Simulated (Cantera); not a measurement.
## Carbon deposition, reforming and gasification: C3H6 + H2 + O2 + H2S

Input: 1 mol C3H6, 0.78 mol H2, 0.034 mol O2, 0.064 mol H2S, held at 1.90 mbar.

Cantera equilibrium calculation (NASA polynomials, part measured and part estimated; ideal gas, pure solids and liquids). Candidate condensed phases: C, C6H6, C7H8, C8H18, H2O, H2SO4, S; 123 gas species. Kinetics and transport are ignored.

From 2173 K to 2923 K the condensed part is C(graphite). The main C-bearing gas is CO at 2173 K and C3 at 2923 K. The share of C in condensed phases is highest at 2173 K (95.2 %) and lowest at 2923 K (26.1 %).

```csv
T (K),x H2,x H,x C3,x CO,x CS,x C,n C(graphite)
2173,0.864,0.103,7.31e-7,0.0162,0.0145,4.94e-7,2.85
2248,0.814,0.152,3.29e-6,0.0158,0.0142,1.85e-6,2.85
2323,0.750,0.216,1.34e-5,0.0153,0.0138,6.38e-6,2.84
2398,0.671,0.296,4.99e-5,0.0146,0.0132,2.03e-5,2.82
2473,0.578,0.389,0.000171,0.0138,0.0125,6.02e-5,2.81
2548,0.477,0.490,0.000544,0.0129,0.0117,0.000167,2.79
2623,0.375,0.592,0.00162,0.0120,0.0109,0.000439,2.75
2698,0.280,0.684,0.00451,0.0111,0.0101,0.00109,2.67
2773,0.197,0.758,0.0119,0.0103,0.00937,0.00257,2.48
2848,0.131,0.802,0.0297,0.00954,0.00865,0.00581,2.00
2923,0.0796,0.802,0.0707,0.00863,0.00782,0.0126,0.782
```
x: gas mole fraction; n: condensed amount in mol.
